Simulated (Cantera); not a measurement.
Input (Python, Cantera):

```python
import numpy as np
import cantera as ct

gas = ct.Solution("gri30.yaml", transport_model="multicomponent")
show = ['CH4', 'NO', 'C2H2']

rows = []
print(f"{'T/K':>7s}{'rho':>11s}{'cp':>10s}{'mu':>11s}{'lambda':>11s}{'Pr':>7s}" + "".join(f"{'D_' + s:>11s}" for s in show))
for T in [400, 500, 600, 700, 800, 900, 1000]:
    gas.TPX = T, 28000, {'O2': 0.52}
    Pr = gas.cp_mass * gas.viscosity / gas.thermal_conductivity
    D = [gas.mix_diff_coeffs_mole[gas.species_index(s)] for s in show]
    rows.append([gas.density, gas.cp_mass, gas.viscosity, gas.thermal_conductivity, Pr, *D])
    print(f"{T:7g}{gas.density:11.4e}{gas.cp_mass:10.1f}{gas.viscosity:11.4e}"
          f"{gas.thermal_conductivity:11.4e}{Pr:7.3f}" + "".join(f"{d:11.4e}" for d in D))
print("SI units: kg/m3, J/kg/K, Pa s, W/m/K, m2/s")
```

Result:

```
    T/K        rho        cp         mu     lambda     Pr      D_CH4       D_NO     D_C2H2
    400 2.6939e-01     941.4 2.5629e-05 3.3889e-02  0.712 1.3636e-04 1.2274e-04 1.0135e-04
    500 2.1551e-01     971.4 3.0045e-05 4.1059e-02  0.711 2.0110e-04 1.8013e-04 1.5041e-04
    600 1.7960e-01    1002.6 3.4077e-05 4.8102e-02  0.710 2.7503e-04 2.4560e-04 2.0656e-04
    700 1.5394e-01    1031.1 3.7824e-05 5.4934e-02  0.710 3.5753e-04 3.1860e-04 2.6929e-04
    800 1.3470e-01    1054.7 4.1353e-05 6.1465e-02  0.710 4.4811e-04 3.9872e-04 3.3822e-04
    900 1.1973e-01    1073.7 4.4705e-05 6.7676e-02  0.709 5.4638e-04 4.8563e-04 4.1302e-04
   1000 1.0776e-01    1090.2 4.7912e-05 7.3669e-02  0.709 6.5201e-04 5.7906e-04 4.9344e-04
SI units: kg/m3, J/kg/K, Pa s, W/m/K, m2/s
```

Detailed kinetics in Cantera: GRI-Mech 3.0 (53 species, 325 reactions).
